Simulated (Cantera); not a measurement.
Thermodynamics of carbothermic reduction, feed PbO + CO + N2

Charge: 1 mol PbO, 6.6 mol CO, 0.26 mol N2, held at 1550 °C and 43.0 Pa.

Equilibrium computed with Cantera from the NASA thermochemical tables; the gas is ideal and each condensed phase is pure. Candidate condensed phases: C, Pb, PbO, PbO2, Pb3O4; 27 gas species. Equilibrium is a limit: real reactors are often held back by kinetics, nucleation or transport.

* **x(CO)**: 0.713
* **x(Pb)**: 0.127
* **x(CO2)**: 0.127
* **x(N2)**: 0.0331
* **x(PbO)**: 0.000196
* **x(O)**: 1.63e-5
* **x(O2)**: 5.02e-6
* **x(NO)**: 4.50e-6
* **gas amount**: 7.860 mol
* **log10 activity of Pb(l) (absent)**: -3.76
* **log10 activity of C(graphite) (absent)**: -6.95
